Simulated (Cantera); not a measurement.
A closed system holds: 1 mol (CH3)2SiCl2, 0.055 mol C3H8, 1.6 mol H2, held at 0.00860 bar.

Cantera equilibrium calculation (NASA polynomials, part measured and part estimated; ideal gas, pure solids and liquids). Candidate condensed phases: C, C6H6, C7H8, C8H18, Si, SiC; 109 gas species. The feed counts by its element totals alone. Gases not in the tables: Si2H6 and higher silanes. The numbers say what is thermodynamically allowed, not how fast it happens.

Which condensed phases are stable at each of these points (T (K)): 1425, 1525, 1625, 1725, 1825, 1925, 2025, 2125, 2225, 2325, 2425, 2525?


```csv
T (K),condensed phases,Si condensed (%)
1425,C(graphite) + SiC(s),98.0
1525,C(graphite) + SiC(s),97.2
1625,C(graphite) + SiC(s),96.0
1725,C(graphite) + SiC(s),94.5
1825,C(graphite) + SiC(s),92.8
1925,C(graphite) + SiC(s),90.8
2025,C(graphite) + SiC(s),88.5
2125,C(graphite) + SiC(s),85.4
2225,C(graphite) + SiC(s),79.3
2325,C(graphite) + SiC(s),63.5
2425,C(graphite) + SiC(s),13.8
2525,C(graphite),0.0
```

From 1425 K to 2425 K the condensed part is C(graphite) + SiC(s). At 2525 K the condensed part is C(graphite).
